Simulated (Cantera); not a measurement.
A perfectly stirred reactor is fed with CH3OH : O2 : N2 = 0.0029 : 0.0028 : 1 (molar parts), equivalence ratio 1.6, at 3.16 atm; it is held at 1000 K, and followed from long to short residence time.

Model: GRI-Mech 3.0 (53 species, 325 reactions), integrated in Cantera. GRI-Mech 3.0 was tuned for natural gas; its chemistry of methanol as a main component is partial and can be far from experiment.

Problem. Predict: x(CH3OH) at τ = 1.30 s; x(O2) at τ = 1.30 s; x(CO) at τ = 1.30 s; x(CH3OH) at τ = 76.0 ms; x(O2) at τ = 76.0 ms; x(CO) at τ = 76.0 ms.

Solution. 
```json
{
  "x(CH3OH) at τ = 1.30 s": "0.000191",
  "x(O2) at τ = 1.30 s": "0.000871",
  "x(CO) at τ = 1.30 s": "0.00199",
  "x(CH3OH) at τ = 76.0 ms": "0.00107",
  "x(O2) at τ = 76.0 ms": "0.00177",
  "x(CO) at τ = 76.0 ms": "0.00138"
}
```
